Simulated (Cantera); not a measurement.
**Counterflow diffusion flame**

A counterflow diffusion flame at 140000 Pa, nozzles 20 mm apart: fuel side 65.4 % CH4, 11.1 % CO, 23.5 % N2 at 598 K, oxidiser side 21.0 % O2, 79.0 % N2 at 575 K, fuel mass flux 0.98 times the oxidiser's; mixture-averaged transport, no radiation.

Model: GRI-Mech 3.0 (53 species, 325 reactions), integrated in Cantera. GRI-Mech 3.0 has no aromatics or soot, which form on the fuel side of real flames. The maximum strain rate includes the flame's own expansion and is several times the mean.

```json
[
 {"oxidiser flux (kg/m²/s)": "0.35", "max strain (1/s)": "208", "mean strain (1/s)": "50.9", "T max (K)": "2165", "peak x OH": "0.00787", "peak x H": "0.00356", "peak x NO": "0.000314", "peak x CO": "0.111", "peak x C2H2": "0.0128"},
 {"oxidiser flux (kg/m²/s)": "0.5", "max strain (1/s)": "286", "mean strain (1/s)": "72.7", "T max (K)": "2149", "peak x OH": "0.00790", "peak x H": "0.00376", "peak x NO": "0.000290", "peak x CO": "0.111", "peak x C2H2": "0.0119"},
 {"oxidiser flux (kg/m²/s)": "0.72", "max strain (1/s)": "400", "mean strain (1/s)": "105", "T max (K)": "2135", "peak x OH": "0.00794", "peak x H": "0.00397", "peak x NO": "0.000266", "peak x CO": "0.111", "peak x C2H2": "0.0110"},
 {"oxidiser flux (kg/m²/s)": "1", "max strain (1/s)": "543", "mean strain (1/s)": "145", "T max (K)": "2122", "peak x OH": "0.00791", "peak x H": "0.00415", "peak x NO": "0.000240", "peak x CO": "0.111", "peak x C2H2": "0.0102"},
 {"oxidiser flux (kg/m²/s)": "1.5", "max strain (1/s)": "792", "mean strain (1/s)": "218", "T max (K)": "2103", "peak x OH": "0.00781", "peak x H": "0.00435", "peak x NO": "0.000204", "peak x CO": "0.111", "peak x C2H2": "0.00928"},
 {"oxidiser flux (kg/m²/s)": "2.1", "max strain (1/s)": "1080", "mean strain (1/s)": "305", "T max (K)": "2083", "peak x OH": "0.00762", "peak x H": "0.00447", "peak x NO": "0.000170", "peak x CO": "0.111", "peak x C2H2": "0.00845"},
 {"oxidiser flux (kg/m²/s)": "3", "max strain (1/s)": "1520", "mean strain (1/s)": "436", "T max (K)": "2057", "peak x OH": "0.00728", "peak x H": "0.00450", "peak x NO": "0.000131", "peak x CO": "0.111", "peak x C2H2": "0.00741"},
 {"oxidiser flux (kg/m²/s)": "4.4", "max strain (1/s)": "2180", "mean strain (1/s)": "640", "T max (K)": "2021", "peak x OH": "0.00671", "peak x H": "0.00439", "peak x NO": "8.83e-5", "peak x CO": "0.111", "peak x C2H2": "0.00607"},
 {"oxidiser flux (kg/m²/s)": "6.3", "max strain (1/s)": "3050", "mean strain (1/s)": "916", "T max (K)": "1968", "peak x OH": "0.00578", "peak x H": "0.00396", "peak x NO": "4.81e-5", "peak x CO": "0.111", "peak x C2H2": "0.00436"}
]
```
x: mole fraction; the columns are a selection and need not sum to one.
